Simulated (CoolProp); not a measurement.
Computed with CoolProp (reference Helmholtz-energy equation of state, Gao 2020).

Problem. For ammonia, give the phase and the cp (kJ/(kg K)), viscosity (µPa s) at 124.55 °C and 0.651 MPa; 183.65 °C and 0.651 MPa.

Solution. 
- 124.55 °C and 0.651 MPa: gas; cp 2.38, viscosity 13.9
- 183.65 °C and 0.651 MPa: gas; cp 2.44, viscosity 16.2

Viscosity comes from a separate model (Fenghour 1995).
